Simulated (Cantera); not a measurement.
# CH2F2 + H2 (fluorocarbon and chlorocarbon gases)

Charge: 1 mol CH2F2, 0.052 mol H2, at 575 °C and 13300 Pa.

Method: chemical equilibrium by Gibbs-energy minimisation in Cantera with the NASA 1993 tables (ideal gas, pure condensed phases). Candidate condensed phases: C, C6H6, C7H8, C8H18; 95 gas species. The numbers say what is thermodynamically allowed, not how fast it happens.

```yaml
x(HF): 0.975
x(H2): 0.0252
x(CH4): 5.43e-5
x(H2F2): 9.37e-6
n(C(graphite)): 1.000 mol
gas_amount: 2.052 mol
```
